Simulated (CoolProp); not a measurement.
A simple Rankine cycle with CH2F2 (R32): condensing at 301.15 K, boiler at 4.61 MPa, turbine inlet 355.5 K, turbine efficiency 0.65, pump efficiency 0.8, no recuperator. Each further row changes one setting.

Values from CoolProp's reference Helmholtz-energy equation of state, Tillner-Roth 1997.

```csv
case,thermal efficiency (%),net work (kJ/kg),heat in (kJ/kg),turbine exit temperature (K),volume ratio over the turbine
as stated,6.1,16.8,275,301.1,2.45
turbine inlet 375.5 K,6.7,20.8,312,319.3,2.38
condensing temperature 293.15 K,7.3,21.1,290,293.1,3.04
boiler pressure 3.23 MPa,4.4,13.6,309,322.3,1.70
turbine efficiency 0.55,5.0,13.6,275,301.1,2.48
```

The expansion ends wet for: as stated; condensing temperature 293.15 K; turbine efficiency 0.55.
